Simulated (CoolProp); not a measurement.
Vapour-liquid equilibrium of R113 (1) + n-hexane (2) at 740 kPa; x and y are mole fractions of (1).

Model: multi-fluid Helmholtz-energy mixture model, Marx 1992 and Thol 2019; pair parameters Bell 2016, in CoolProp.

**Question.** Give the bubble temperature and the first vapour's composition at x = 0.5, 0.65, 0.8. Is there an azeotrope?

**Answer.** x = 0.5: 132.5 °C, y = 0.600; x = 0.65: 129.4 °C, y = 0.726; x = 0.8: 126.8 °C, y = 0.844. No azeotrope shows between x = 0.05 and 0.95.

Pair parameters are fitted to limited data, so mixtures are less certain than the pure fluids.
